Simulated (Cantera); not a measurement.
B2O3 + N2 + O2 (boron, boron nitride and boron oxide)

Input: 1 mol B2O3, 4.2 mol N2, 1 mol O2, at 5.40 mbar.

Cantera equilibrium calculation (NASA polynomials, part measured and part estimated; ideal gas, pure solids and liquids). Candidate condensed phases: B, BN, B2O3; 17 gas species. The numbers say what is thermodynamically allowed, not how fast it happens.

From 773 K to 1673 K the condensed part is B2O3(l). At 1748 K nothing is condensed.

| T (K) | log p N2 | log p O2 | log p B2O3 | log p BO2 | log p NO | log p O | log p BO | n B2O3(l) |
|---|---|---|---|---|---|---|---|---|
| 773 | -2.36 | -2.98 | <-14 | <-14 | -8.19 | <-14 | <-14 | 1.00 |
| 848 | -2.36 | -2.98 | <-14 | <-14 | -7.64 | -13.66 | <-14 | 1.00 |
| 923 | -2.36 | -2.98 | -13.22 | -12.93 | -7.18 | -12.40 | <-14 | 1.00 |
| 998 | -2.36 | -2.98 | -11.52 | -11.51 | -6.80 | -11.32 | <-14 | 1.00 |
| 1073 | -2.36 | -2.98 | -10.06 | -10.29 | -6.46 | -10.40 | <-14 | 1.00 |
| 1148 | -2.36 | -2.98 | -8.81 | -9.23 | -6.17 | -9.59 | <-14 | 1.000 |
| 1223 | -2.36 | -2.98 | -7.72 | -8.30 | -5.92 | -8.89 | <-14 | 1.000 |
| 1298 | -2.36 | -2.98 | -6.75 | -7.49 | -5.69 | -8.26 | -13.62 | 1.000 |
| 1373 | -2.36 | -2.98 | -5.90 | -6.76 | -5.49 | -7.70 | -12.28 | 0.999 |
| 1448 | -2.36 | -2.99 | -5.14 | -6.12 | -5.31 | -7.20 | -11.09 | 0.993 |
| 1523 | -2.36 | -2.99 | -4.46 | -5.54 | -5.15 | -6.75 | -10.01 | 0.965 |
| 1598 | -2.37 | -3.00 | -3.85 | -5.01 | -5.01 | -6.35 | -9.04 | 0.855 |
| 1673 | -2.41 | -3.03 | -3.29 | -4.55 | -4.91 | -5.99 | -8.15 | 0.442 |
| 1748 | -2.44 | -3.07 | -3.08 | -4.26 | -4.83 | -5.67 | -7.48 | 0 |
log p: log10 of the partial pressure in bar; n: condensed amount in mol.
